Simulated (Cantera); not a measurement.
An isothermal, constant-pressure homogeneous reactor starts with 35.8 % H2, 18.9 % O2, 45.3 % N2, equivalence ratio 0.95, at 1200 K and 0.109 atm.

Cantera simulation using the H2/O2 subset of GRI-Mech 3.0, which has no nitrogen chemistry; the numbers are that mechanism's predictions, not measurements. The temperature is held fixed by assumption; the heat of reaction is taken as removed at once.

x: mole fraction; the columns are a selection and need not sum to one.

```
t (s)         x H2    x O2  x HO2   x H2O2  x H2O       x H      x OH
--------  --------  ------  -----  -------  -----  --------  --------
0.000600    0.0468  0.0519      …  1.10e-6  0.282     0.109   0.00613
0.00174     0.0260  0.0280      …  1.41e-6  0.381    0.0260   0.00333
0.00505    0.00972  0.0165      …  1.36e-6  0.420   0.00411   0.00152
0.0146     0.00258  0.0126      …  9.20e-7  0.433  0.000463  0.000663
0.0424    0.000473  0.0117      …  3.55e-7  0.436   3.37e-5  0.000265
0.123      6.96e-5  0.0115      …  8.81e-8  0.437   1.92e-6  0.000102
0.357      1.09e-5  0.0115      …  1.94e-8  0.437   1.27e-7   4.23e-5
1.03       2.23e-6  0.0115      …  4.81e-9  0.437   1.24e-8   1.99e-5
3.00       6.03e-7  0.0115      …  1.43e-9  0.437   1.80e-9   1.06e-5
```

Question: Complete the blanks.

Answer: 
- 0.000600, x HO2: 1.02e-5
- 0.00174, x HO2: 6.79e-6
- 0.00505, x HO2: 4.14e-6
- 0.0146, x HO2: 2.69e-6
- 0.0424, x HO2: 1.24e-6
- 0.123, x HO2: 2.77e-7
- 0.357, x HO2: 4.88e-8
- 1.03, x HO2: 1.04e-8
- 3.00, x HO2: 3.28e-9
